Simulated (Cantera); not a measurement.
A jet of CH4 : O2 : N2 = 0.063 : 0.068 : 0.79 (molar parts), equivalence ratio 1.9 at 300 K and 10000 Pa hits a platinum plate 2.8 cm away at a mass flux of 0.16 kg/m²/s; the plate temperature is set and raised in steps from an oxygen-covered start.

Model: Deutschmann's 1995 Pt surface mechanism with GRI-Mech 3.0 gas chemistry, integrated in Cantera. Catalytic surfaces can have several steady states; this one follows from the mechanism file's or the stated starting coverage.

One state of this run: wall x CH4 = 0.0106; wall x O2 = 0.00376; wall x H2O = 0.0668; wall x OH = <1e-8; wall x CO = 0.0597; wall x CO2 = 0.000513; θ free Pt = 0.782; θ H* = 0.00245; θ CO* = 0.104; θ C* = 0.111. x: mole fraction at the wall; θ: surface coverage.

Which value of plate T (K) does it belong to?
(A) 850
(B) 1050
(C) 1100
(D) 950

B, 1050
